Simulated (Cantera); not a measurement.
Input: 1 mol HgO, 0.019 mol O₂, 2.2 mol N₂, equilibrated at 1 atm.

Cantera equilibrium calculation (NASA polynomials, part measured and part estimated; ideal gas, pure solids and liquids). Candidate condensed phases: Hg, HgO; 10 gas species. The numbers say what is thermodynamically allowed, not how fast it happens.

Q: At 823 K, list the 3 most abundant gas species with their mole fractions, and the condensed phases.

A: N₂ 0.592, Hg 0.269, O₂ 0.140. Condensed: gas only.
